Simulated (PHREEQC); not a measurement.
Dissolve 0.15 mol NH4HF2, 0.0023 mol H2SiF6 and 0.007 mol HCl per kg of water at 83 °C. Closed to the air; pH follows from the charge balance.

Equilibrium calculation in PHREEQC: ion-association model, phreeqc.dat.

Each row changes one thing in this solution. Precipitation was switched off in this run.

```csv
case,pH,ionic strength (mol/kgw),HF (mol/kgw),F- (mol/kgw),HF2- (mol/kgw)
as made,3.41,0.153,0.116,0.0934,0.0455
NH4HF2 from 0.15 to 0.135 mol/kgw,3.41,0.138,0.107,0.0852,0.0387
temperature from 83 to 70 °C,3.30,0.153,0.115,0.0928,0.0463
NH4HF2 from 0.15 to 0.015 mol/kgw,2.87,0.0188,0.0246,0.00449,0.000469
temperature from 83 to 25 °C,2.94,0.154,0.117,0.0967,0.0432
H2SiF6 left out,3.45,0.150,0.111,0.0977,0.0457
diluted 10-fold with water,3.56,0.0155,0.0150,0.0133,0.000848
H2SiF6 from 0.0023 to 0.00207 mol/kgw,3.42,0.153,0.115,0.0938,0.0455
NH4HF2 left out,2.14,0.00818,0.0118,0.000387,1.95e-5
```

Some of these states are supersaturated (in Quartz (slow to form), Chalcedony (slow to form), for instance). Away from 25 °C the constants follow the database's enthalpies or fits; those with neither stay at their 25 °C values. SiF6-2 is the database's only silicon fluoride.
